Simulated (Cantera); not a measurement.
An isothermal, constant-pressure homogeneous reactor starts with 4.76 % C2H6, 95.2 % N2, at 1825 K and 0.0267 bar.

Detailed kinetics in Cantera: GRI-Mech 3.0 (53 species, 325 reactions). GRI-Mech 3.0 stops at C3 and has no aromatics, soot or wall deposition, so with more carbon than oxygen in the feed, carbon stays in small species such as C2H2 where larger ones or solid carbon would form. Radical loss at walls, strong at low pressure, is not modelled.

Task: Predict: x(C2H2) at 10.0 s; x(C2H4) at 10.0 s; x(CH2) at 10.0 s; x(H2) at 10.0 s; x(C2H) at 10.0 s.

Result: 
| Quantity | Result |
|---|---|
| x(C2H2) at 10.0 s | 0.0434 (gas-phase equilibrium 0.0121) |
| x(C2H4) at 10.0 s | 1.96e-6 (gas-phase equilibrium 5.44e-7) |
| x(CH2) at 10.0 s | 1.09e-8 (gas-phase equilibrium 7.05e-9) |
| x(H2) at 10.0 s | 0.0865 (gas-phase equilibrium 0.0865) |
| x(C2H) at 10.0 s | 3.89e-6 (gas-phase equilibrium 1.08e-6) |
